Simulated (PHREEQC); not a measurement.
Solution (20 °C): 0.0071 mol HCl, 0.00059 mol Li2SO4 and 0.00083 mol MnSO4 per kg of water. Closed to the air; pH follows from the charge balance.

Computed with PHREEQC (ion-association model, phreeqc.dat).

No solid was allowed to form.

Task: Order these S species by the share of S that they hold, largest first: LiSO4-, SO4-2, HSO4-, MnSO4.

Result: SO4-2 (69 %), HSO4- (27 %), MnSO4 (3.7 %), LiSO4- (0.23 %)

Task: Order these Mn species by the share of Mn that they hold, largest first: MnSO4, MnCl+, Mn+2.

Result: Mn+2 (92 %), MnSO4 (6.3 %), MnCl+ (1.8 %)

The pH is 2.21 and the ionic strength 0.0112 mol/kgw.
